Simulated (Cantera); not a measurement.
Mixture: CH4 : CO : O2 : N2 : CO2 = 1 : 0.061 : 3.03 : 15.2 : 0.7 (molar parts), equivalence ratio 0.67, at 3.60 bar, adiabatic and at constant volume. Ignition delay is the time to a rise of 400 K.

Detailed kinetics in Cantera: GRI-Mech 3.0 (53 species, 325 reactions).

Problem. Predict: delay at 1000 K; delay at 1150 K; delay at 1300 K; delay at 1450 K; delay at 1600 K; apparent activation energy between 1525 and 1675 K.

Solution. 
- delay at 1000 K: 0.325 s
- delay at 1150 K: 31.2 ms
- delay at 1300 K: 4.39 ms
- delay at 1450 K: 0.805 ms
- delay at 1600 K: 0.190 ms
- apparent activation energy between 1525 and 1675 K: 190 kJ/mol
